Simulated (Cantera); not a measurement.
Cantera run:

```python
import numpy as np
import cantera as ct

gas_names = [...]  # 109 gases of nasa_gas.yaml made of C, Cl, H, Si
cond_names = """
    C(gr) C6H6(L) C7H8(L) C8H18(L),n-octa Si(cr) Si(L) SiC(b)
""".split()


# ... load() reads the species with a 1 bar reference pressure and builds the phases ...
atoms = {
    'SiHCl3': {'Si': 1, 'H': 1, 'CL': 3},
    'C2H2': {'C': 2, 'H': 2},
    'H2': {'H': 2},
}
top_T = {'C(gr)': 4500, 'SiC(b)': 3050}  # K; cautious upper limits of use, not melting points


# ... equilibrate(T, P, feed) seeds the gas with the atoms and calls Mixture.equilibrate('TP', solver="vcs", rtol=1e-11, max_steps=5000) ...
results = []
feed = {'SiHCl3': 1, 'C2H2': 0.88, 'H2': 400}  # mol
T = 1425  # K
P = 140  # Pa
mix = equilibrate(T, P, feed)
results.append((T, P, feed, dict(zip(mix.species_names, mix.species_moles))))
print(gas.report(threshold=1e-06))
for i in range(1, mix.n_phases):
    print(f"{mix.phase(i).name:16s} {mix.phase_moles(i):12.5e} mol")
```

Output:

```
       temperature   1425 K
          pressure   140 Pa
           density   2.6852e-05 kg/m^3
  mean mol. weight   2.2724 kg/kmol
   phase of matter   gas

                          1 kg             1 kmol
                     ---------------   ---------------
          enthalpy        1.4644e+07        3.3277e+07  J
   internal energy          9.43e+06        2.1429e+07  J
           entropy        1.0239e+05        2.3268e+05  J/K
    Gibbs function       -1.3127e+08       -2.9829e+08  J
 heat capacity c_p             14110             32065  J/K
 heat capacity c_v             10452             23751  J/K

                      mass frac. Y      mole frac. X     chem. pot. / RT
                     ---------------   ---------------   ---------------
               CH4        3.6673e-05        5.1946e-06           -52.163
    C2H2,acetylene        4.0084e-05        3.4983e-06           -29.225
                CL          1.74e-05        1.1154e-06           -31.996
                 H         8.056e-05        0.00018162           -12.517
               HCL           0.11941         0.0074428           -44.513
                H2           0.88038           0.99236           -25.034
     [ +103 minor]        3.9726e-05        9.3807e-07

C(gr)             7.55447e-01 mol
Si(cr)            0.00000e+00 mol
SiC(b)            9.99631e-01 mol
```

Cantera equilibrium calculation (NASA polynomials, part measured and part estimated; ideal gas, pure solids and liquids).
